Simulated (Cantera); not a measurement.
An adiabatic, constant-pressure homogeneous reactor starts with 4.99 % CH₄, 20.0 % O₂, 74.8 % N₂, 0.249 % H₂, at 1125 K and 3750 Torr.

Detailed kinetics in Cantera: GRI-Mech 3.0 (53 species, 325 reactions).

One state of this run: T (K) = 2171; x CH₄ = <1e-12; x O₂ = 0.0953; x OH = 0.00244; x H₂O = 0.101; x CO₂ = 0.0495; x NO₂ = 1.07e-5. x: mole fraction; the columns are a selection and need not sum to one.

### Question
Which value of t (s) does it belong to?
A) 5.62e-5
B) 0.000631
C) 0.179
D) 5.00e-6

### Answer
C, 0.179
